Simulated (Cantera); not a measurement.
An isothermal, constant-pressure homogeneous reactor starts with CH2O : O2 : N2 : CH4 = 0.0039 : 0.021 : 1 : 0.0018 (molar parts), at 1448 K and 160000 Pa.

Cantera simulation using GRI-Mech 3.0 (53 species, 325 reactions); the numbers are that mechanism's predictions, not measurements.

**Question.** Predict: x(O2) at 100 s; x(NO2) at 100 s; x(NO) at 100 s.

**Answer.** 
| Item | Result |
|---|---|
| x(O2) at 100 s | 0.0131 (gas-phase equilibrium 0.0130) |
| x(NO2) at 100 s | 3.50e-9 (gas-phase equilibrium 5.18e-7) |
| x(NO) at 100 s | 1.76e-6 (gas-phase equilibrium 0.000262) |
